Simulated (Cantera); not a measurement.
An adiabatic, constant-pressure homogeneous reactor starts with CH4 : O2 : N2 = 1 : 2.02 : 18.8 (molar parts), equivalence ratio 0.99, at 1400 K and 9.40 bar. Integrator tolerance rtol = 1e-08.

Detailed kinetics in Cantera: GRI-Mech 3.0 (53 species, 325 reactions).

**Question.** What does this change do: 0.053 parts H2 added?

**Answer.** 
| quantity | before | after |
|---|---|---|
| time of steepest temperature rise | 1.34 ms | 0.971 ms |
| temperature at 0.200 s | 2319 K | 2326 K |
| equilibrium temperature | 2319 K | 2326 K |
| x(CH4) at 0.200 s | <1e-12 (gas-phase equilibrium <1e-12) | <1e-12 (gas-phase equilibrium <1e-12) |
| x(O2) at 0.200 s | 0.00227 (gas-phase equilibrium 0.00227) | 0.00170 (gas-phase equilibrium 0.00170) |
| x(H2) at 0.200 s | 0.00142 (gas-phase equilibrium 0.00142) | 0.00175 (gas-phase equilibrium 0.00175) |
| x(HCO) at 0.200 s | 8.88e-10 (gas-phase equilibrium 8.88e-10) | 1.19e-9 (gas-phase equilibrium 1.19e-9) |
| x(OH) at 0.200 s | 0.00137 (gas-phase equilibrium 0.00137) | 0.00132 (gas-phase equilibrium 0.00132) |
| x(CO) at 0.200 s | 0.00378 (gas-phase equilibrium 0.00378) | 0.00447 (gas-phase equilibrium 0.00447) |
| x(HCN) at 0.200 s | 4.17e-11 (gas-phase equilibrium 4.17e-11) | 6.58e-11 (gas-phase equilibrium 6.58e-11) |
